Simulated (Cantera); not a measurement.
## Equilibrium for carbothermic reduction: CuO + CO + H2

Input: 1 mol CuO, 8.4 mol CO, 17 mol H2, at 2173.15 K.

Method: chemical equilibrium by Gibbs-energy minimisation in Cantera with the NASA 1993 tables (ideal gas, pure condensed phases). Candidate condensed phases: C, C6H6, C7H8, C8H18, Cu, CuO, Cu(OH)2, Cu2O, H2O; 113 gas species. Kinetics and transport are ignored.

| P (Pa) | x H2 | x CO | x H | x Cu | x H2O | n Cu(l) |
|---|---|---|---|---|---|---|
| 10 | 0.374 | 0.267 | 0.295 | 0.0322 | 0.0247 | 0 |
| 100 | 0.521 | 0.297 | 0.110 | 0.0358 | 0.0313 | 0 |
| 1000 | 0.580 | 0.309 | 0.0368 | 0.0372 | 0.0334 | 0 |
| 10000 | 0.600 | 0.313 | 0.0118 | 0.0375 | 0.0341 | 0 |
| 100000 | 0.618 | 0.320 | 0.00380 | 0.0189 | 0.0350 | 0.504 |
| 1000000 | 0.631 | 0.326 | 0.00121 | 0.00189 | 0.0357 | 0.951 |
x: gas mole fraction; n: condensed amount in mol.

From 0.000100 bar to 0.100 bar nothing is condensed. From 1.00 bar to 10.0 bar the condensed part is Cu(l). The main Cu-bearing gas is Cu throughout.
